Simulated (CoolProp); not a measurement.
R124 at 298.15 K and 0.0987 MPa is compressed adiabatically to 0.751 MPa with isentropic efficiency 0.7. Each further row changes one setting.

The numbers come from the reference Helmholtz-energy equation of state, de Vries 1995 in CoolProp.

| case | work (kJ/kg) | final temperature (K) | final density (kg/m³) |
|---|---|---|---|
| as stated | 54.2 | 375.1 | 36.2 |
| efficiency 1 | 37.9 | 356.6 | 38.9 |
| efficiency 0.65 | 58.4 | 379.8 | 35.6 |
